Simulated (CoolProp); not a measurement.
Saturation properties of C3F8 (R218) (Tc = 71.9 °C, pc = 2.640 MPa, ω = 0.317).

Computed with CoolProp (reference Helmholtz-energy equation of state, Lemmon 2006). It is a short technical equation, of lower accuracy than the large ones.

```csv
T (°C),p (MPa),vapour density (kg/m³),enthalpy of vaporisation (kJ/kg),surface tension (mN/m)
-91.35,0.003442,0.4303,123.0,17.3
-75.95,0.01123,1.304,118.3,15.3
-60.55,0.02994,3.261,113.3,13.4
-45.15,0.06828,7.061,108.1,?
-29.65,0.1384,13.76,102.5,9.67
-14.25,0.2536,24.58,96.26,7.91
1.15,0.4302,41.32,89.26,?
16.55,0.6862,66.65,81.13,4.60
32.05,1.044,105.5,71.25,3.08
47.45,1.524,168.0,?,1.69
62.85,2.164,292.1,38.95,0.500
```

Task: What belongs in the gaps?

Result: 
- -45.15, surface tension (mN/m): 11.5
- 1.15, surface tension (mN/m): 6.21
- 47.45, enthalpy of vaporisation (kJ/kg): 58.55

It boils at -36.8 °C under 1 atm.

Surface tension comes from a separate correlation (Mulero 2012).
